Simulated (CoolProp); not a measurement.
The numbers come from the reference Helmholtz-energy equation of state, Span 1996 in CoolProp.

Q: Give the vapour pressure (MPa), liquid density (kg/m³), vapour density (kg/m³), liquid cp (kJ/(kg K)) of saturated carbon dioxide at -46.05, -39.45, -6.65 °C.

A: 
```csv
T (°C),p (MPa),liquid density (kg/m³),vapour density (kg/m³),liquid cp (kJ/(kg K))
-46.05,0.799,1140,20.9,1.99
-39.45,1.02,1110,26.6,2.01
-6.65,2.91,965,79.1,2.37
```
